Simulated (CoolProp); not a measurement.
Benzene along the isotherm 346.85 °C: Z from the reference equation and from simpler models built on Tc = 288.9 °C, pc = 4906 kPa, ω = 0.211; each cubic takes its own stable root.

Computed with CoolProp (reference Helmholtz-energy equation of state, Thol 2012).

```json
[
 {"p (kPa)": "2040", "phase": "gas", "reference": "0.8920", "Soave-Redlich-Kwong": "0.8926", "Peng-Robinson": "0.8791"},
 {"p (kPa)": "4090", "phase": "gas", "reference": "[?]", "Soave-Redlich-Kwong": "0.7703", "Peng-Robinson": "0.7456"},
 {"p (kPa)": "6130", "phase": "supercritical", "reference": "0.6125", "Soave-Redlich-Kwong": "0.6292", "Peng-Robinson": "[?]"},
 {"p (kPa)": "8180", "phase": "supercritical", "reference": "[?]", "Soave-Redlich-Kwong": "0.5003", "Peng-Robinson": "0.4695"},
 {"p (kPa)": "10200", "phase": "supercritical", "reference": "0.3993", "Soave-Redlich-Kwong": "0.4706", "Peng-Robinson": "0.4360"},
 {"p (kPa)": "12300", "phase": "supercritical", "reference": "0.4210", "Soave-Redlich-Kwong": "[?]", "Peng-Robinson": "0.4509"},
 {"p (kPa)": "14300", "phase": "supercritical", "reference": "0.4559", "Soave-Redlich-Kwong": "0.5239", "Peng-Robinson": "0.4790"},
 {"p (kPa)": "16400", "phase": "supercritical", "reference": "0.4971", "Soave-Redlich-Kwong": "0.5635", "Peng-Robinson": "0.5136"},
 {"p (kPa)": "18400", "phase": "supercritical", "reference": "0.5380", "Soave-Redlich-Kwong": "0.6032", "Peng-Robinson": "[?]"},
 {"p (kPa)": "20400", "phase": "supercritical", "reference": "0.5795", "Soave-Redlich-Kwong": "0.6437", "Peng-Robinson": "0.5846"},
 {"p (kPa)": "22500", "phase": "supercritical", "reference": "0.6233", "Soave-Redlich-Kwong": "0.6865", "Peng-Robinson": "0.6228"},
 {"p (kPa)": "24500", "phase": "supercritical", "reference": "0.6650", "Soave-Redlich-Kwong": "0.7274", "Peng-Robinson": "0.6593"}
]
```

Question: Some entries are withheld; supply them.

Answer: 
- 4090, reference: 0.7658
- 6130, Peng-Robinson: 0.5982
- 8180, reference: 0.4481
- 12300, Soave-Redlich-Kwong: 0.4909
- 18400, Peng-Robinson: 0.5486
